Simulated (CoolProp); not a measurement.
Vapour-liquid equilibrium of o-xylene (1) + n-undecane (2) at 0.0204 bar; x and y are mole fractions of (1).

Values from CoolProp's multi-fluid Helmholtz-energy mixture model, Zhou 2012 and Aleksandrov 2011; pair parameters Bell 2016.

Question: Give the bubble temperature and the first vapour's composition at x = 0.05, 0.45, 0.65. Is there an azeotrope?

Answer: x = 0.05: 351.0 K, y = 0.272; x = 0.45: 326.5 K, y = 0.893; x = 0.65: 320.3 K, y = 0.953. No azeotrope shows between x = 0.05 and 0.95.

Pair parameters are fitted to limited data, so mixtures are less certain than the pure fluids. The gap from Raoult's law changes sign with composition, which may be real or a fault of the pair parameters; it wasn't checked against measurements.
